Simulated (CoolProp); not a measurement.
The numbers come from the reference Helmholtz-energy equation of state, Thol 2018 in CoolProp.

Problem. Give the vapour pressure (MPa), liquid density (kg/m³), enthalpy of vaporisation (kJ/kg), liquid cp (kJ/(kg K)) of saturated hydrogen chloride at 247.3, 258.2 K.

Solution. 
| T (K) | p (MPa) | liquid density (kg/m³) | enthalpy of vaporisation (kJ/kg) | liquid cp (kJ/(kg K)) |
|---|---|---|---|---|
| 247.3 | 1.23 | 1020 | 364 | 1.81 |
| 258.2 | 1.72 | 984 | 344 | 1.88 |
